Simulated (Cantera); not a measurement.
Feed: 1 mol AlBr₃, 17 mol N₂.

Cantera equilibrium calculation (NASA polynomials, part measured and part estimated; ideal gas, pure solids and liquids). Candidate condensed phases: Al, AlBr₃, AlN, Br₂; 10 gas species. Rates play no part.

Question: What condenses at these points (T in K, P in Pa): (1075, 10); (625, 77); (1075, 13000); (1075, 28); (1375, 13000)?

Answer: 
```
T (K)  P in Pa  condensed phases  Al condensed (%)
-----  -------  ----------------  ----------------
1075        10               AlN               0.2
625         77          gas only               0.0
1075     13000          gas only               0.0
1075        28               AlN               0.1
1375     13000               AlN               0.1
```
